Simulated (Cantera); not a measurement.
A perfectly stirred reactor is fed with 20.8 % CH4, 79.2 % H2O, at 120 Torr; it is held at 1673 K, and followed from long to short residence time.

Cantera simulation using GRI-Mech 3.0 (53 species, 325 reactions); the numbers are that mechanism's predictions, not measurements.

Task: Predict: x(CH4) at τ = 0.360 s; x(H2O) at τ = 0.360 s; x(CH2O) at τ = 0.360 s; x(O2) at τ = 0.360 s; x(C2H) at τ = 0.360 s; x(CH4) at τ = 8.40 ms; x(H2O) at τ = 8.40 ms; x(CH2O) at τ = 8.40 ms; x(O2) at τ = 8.40 ms; x(C2H) at τ = 8.40 ms.

Result: 
```
Property                 Result
----------------------  -------
x(CH4) at τ = 0.360 s    0.0464
x(H2O) at τ = 0.360 s     0.597
x(CH2O) at τ = 0.360 s  5.23e-6
x(O2) at τ = 0.360 s    2.35e-9
x(C2H) at τ = 0.360 s   9.52e-8
x(CH4) at τ = 8.40 ms     0.162
x(H2O) at τ = 8.40 ms     0.762
x(CH2O) at τ = 8.40 ms  3.82e-5
x(O2) at τ = 8.40 ms    5.24e-9
x(C2H) at τ = 8.40 ms   3.40e-8
```
